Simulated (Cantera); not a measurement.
Charge: 1 mol HMDSO, 0.97 mol N2O, 0.37 mol H2, equilibrated at 1100 K and 0.000440 bar.

These are equilibrium values from Cantera (NASA tables, ideal gas, pure condensed phases), not measurements of a reactor. Candidate condensed phases: C, C6H6, C7H8, C8H18, H2O, Si, SiC, SiO2, Si2N2O, Si3N4; 151 gas species. The feed counts by its element totals alone. Mutual solubility and eutectic melting of coexisting phases are not modelled. Rates play no part.

Base state: H2 0.922, CO 0.0739, N2 0.00424, CH4 1.34e-5 (mole fractions); condensed: C(graphite) + SiO2(β-quartz) + Si2N2O(s).

Task: What changes in the equilibrium state with this change: pressure from 0.000440 bar to 0.0220 bar?

Result: 
| species | before | after |
|---|---|---|
| H2 | 0.922 | 0.962 |
| N2 | 0.00424 | 0.0268 |
| CO | 0.0739 | 0.0101 |
| CH4 | 1.34e-5 | 0.000731 |
| H2O | 2.68e-6 | 1.91e-5 |
| C(graphite), mol | 5.25 | 5.90 |
| SiO2(β-quartz), mol | 0.146 | 0.581 |
| Si2N2O(s), mol | 0.927 | 0.709 |
